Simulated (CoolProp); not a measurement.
Properties of normal hydrogen along the isotherm -228.15 °C (Tc = -240.0 °C, pc = 1296 kPa, ω = -0.219).

Model: reference Helmholtz-energy equation of state, Leachman 2009, in CoolProp.

```json
[
 {"p (kPa)": "6.15", "phase": "gas", "density (kg/m³)": "0.03316", "speed of sound (m/s)": "555.9"},
 {"p (kPa)": "14", "phase": "gas", "density (kg/m³)": "0.07554", "speed of sound (m/s)": "555.8"},
 {"p (kPa)": "31.8", "phase": "gas", "density (kg/m³)": "0.1719", "speed of sound (m/s)": "555.5"},
 {"p (kPa)": "72.5", "phase": "gas", "density (kg/m³)": "0.3937", "speed of sound (m/s)": "554.7"},
 {"p (kPa)": "165", "phase": "gas", "density (kg/m³)": "0.9053", "speed of sound (m/s)": "553.0"},
 {"p (kPa)": "375", "phase": "gas", "density (kg/m³)": "2.108", "speed of sound (m/s)": "549.2"},
 {"p (kPa)": "854", "phase": "gas", "density (kg/m³)": "5.093", "speed of sound (m/s)": "541.3"},
 {"p (kPa)": "1940", "phase": "supercritical", "density (kg/m³)": "13.53", "speed of sound (m/s)": "533.7"}
]
```
